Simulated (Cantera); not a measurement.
A perfectly stirred reactor is fed with 5.39 % CH₄, 5.39 % H₂, 18.7 % O₂, 70.5 % N₂, equivalence ratio 0.72, at 2.30 bar; it is adiabatic with a 775 K inlet, and is followed from long to short residence time, starting on the burning branch (τ in s: 0.24, 0.12, 0.054, 0.026, 0.012, 0.0057, 0.0027, 0.0013, 0.0006, 0.00028, 0.00013, 6.3e-05, 3e-05).

Computed with Cantera and GRI-Mech 3.0 (53 species, 325 reactions).

x: mole fraction; the columns are a selection and need not sum to one.

```json
[
 {"τ (s)": "0.24", "T (K)": "2250", "x CH₄": "___", "x H₂": "0.000755", "x O₂": "0.0509", "x CO₂": "0.0538", "x OH": "0.00446"},
 {"τ (s)": "0.12", "T (K)": "2252", "x CH₄": "___", "x H₂": "0.000771", "x O₂": "0.0514", "x CO₂": "0.0538", "x OH": "0.00452"},
 {"τ (s)": "0.054", "T (K)": "2253", "x CH₄": "___", "x H₂": "0.000804", "x O₂": "0.0520", "x CO₂": "0.0537", "x OH": "0.00464"},
 {"τ (s)": "0.026", "T (K)": "2253", "x CH₄": "___", "x H₂": "0.000860", "x O₂": "0.0525", "x CO₂": "0.0536", "x OH": "0.00480"},
 {"τ (s)": "0.012", "T (K)": "2250", "x CH₄": "___", "x H₂": "0.000974", "x O₂": "0.0529", "x CO₂": "0.0533", "x OH": "0.00507"},
 {"τ (s)": "0.0057", "T (K)": "2243", "x CH₄": "___", "x H₂": "0.00119", "x O₂": "0.0532", "x CO₂": "0.0528", "x OH": "0.00551"},
 {"τ (s)": "0.0027", "T (K)": "2229", "x CH₄": "___", "x H₂": "0.00158", "x O₂": "0.0536", "x CO₂": "0.0520", "x OH": "0.00622"},
 {"τ (s)": "0.0013", "T (K)": "2207", "x CH₄": "___", "x H₂": "0.00221", "x O₂": "0.0542", "x CO₂": "0.0506", "x OH": "0.00717"},
 {"τ (s)": "0.00060", "T (K)": "2172", "x CH₄": "___", "x H₂": "0.00323", "x O₂": "0.0551", "x CO₂": "0.0485", "x OH": "0.00836"},
 {"τ (s)": "0.00028", "T (K)": "2124", "x CH₄": "___", "x H₂": "0.00462", "x O₂": "0.0564", "x CO₂": "0.0457", "x OH": "0.00951"},
 {"τ (s)": "0.00013", "T (K)": "2061", "x CH₄": "___", "x H₂": "0.00638", "x O₂": "0.0584", "x CO₂": "0.0421", "x OH": "0.0104"},
 {"τ (s)": "6.3e-5", "T (K)": "1988", "x CH₄": "___", "x H₂": "0.00834", "x O₂": "0.0611", "x CO₂": "0.0377", "x OH": "0.0107"},
 {"τ (s)": "3.0e-5", "T (K)": "1901", "x CH₄": "___", "x H₂": "0.0107", "x O₂": "0.0657", "x CO₂": "0.0316", "x OH": "0.0103"}
]
```

Question: Fill in the missing entries.

Answer: 
- 0.24, x CH₄: 3.37e-7
- 0.12, x CH₄: 6.60e-7
- 0.054, x CH₄: 1.42e-6
- 0.026, x CH₄: 2.82e-6
- 0.012, x CH₄: 5.66e-6
- 0.0057, x CH₄: 1.06e-5
- 0.0027, x CH₄: 1.89e-5
- 0.0013, x CH₄: 3.18e-5
- 0.00060, x CH₄: 5.44e-5
- 0.00028, x CH₄: 9.34e-5
- 0.00013, x CH₄: 0.000168
- 6.3e-5, x CH₄: 0.000311
- 3.0e-5, x CH₄: 0.000654
